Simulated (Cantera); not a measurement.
Feed: 1 mol PbI₂, a varied amount of N₂, equilibrated at 2175 K and 10000 Pa.

Cantera equilibrium calculation (NASA polynomials, part measured and part estimated; ideal gas, pure solids and liquids). Candidate condensed phases: I₂, Pb, PbI₂; 9 gas species. Rates play no part.

Q: At 3.7 mol N₂, list the 4 most abundant gas species with their mole fractions, and the condensed phases.

A: N₂ 0.559, I 0.290, Pb 0.139, PbI 0.0114. Condensed: gas only.
